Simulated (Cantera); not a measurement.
Low-pressure radical oxidation in H2/O2

An isothermal, constant-pressure homogeneous reactor starts with H₂ : O₂ = 0.47 : 1 (molar parts), at 1225 K and 0.0197 atm.

Detailed kinetics in Cantera: the H2/O2 subset of GRI-Mech 3.0, which has no nitrogen chemistry. Radical loss at walls, strong at low pressure, is not modelled. The temperature is held fixed by assumption; the heat of reaction is taken as removed at once.

```tsv
t (s)	x H₂	x O₂	x H	x HO₂	x H₂O
0.000200	0.320	0.680	2.15e-6	1.03e-7	2.94e-6
0.000709	0.0721	0.555	0.118	1.25e-5	0.181
0.00251	0.0169	0.552	0.0778	1.59e-5	0.280
0.00892	0.00461	0.604	0.00884	1.67e-5	0.361
0.0316	0.000279	0.618	0.000124	5.00e-6	0.379
0.112	2.29e-5	0.619	3.06e-6	6.82e-7	0.380
0.398	3.44e-6	0.619	1.86e-7	1.25e-7	0.380
1.41	7.12e-7	0.619	1.79e-8	3.58e-8	0.381
5.00	1.83e-7	0.619	2.37e-9	2.42e-8	0.381
```
x: mole fraction; the columns are a selection and need not sum to one.

Equilibrium at this temperature and pressure: H₂ 7.28e-8, O₂ 0.619, H 5.98e-10, HO₂ 2.91e-8, H₂O 0.381 (gas phase only).
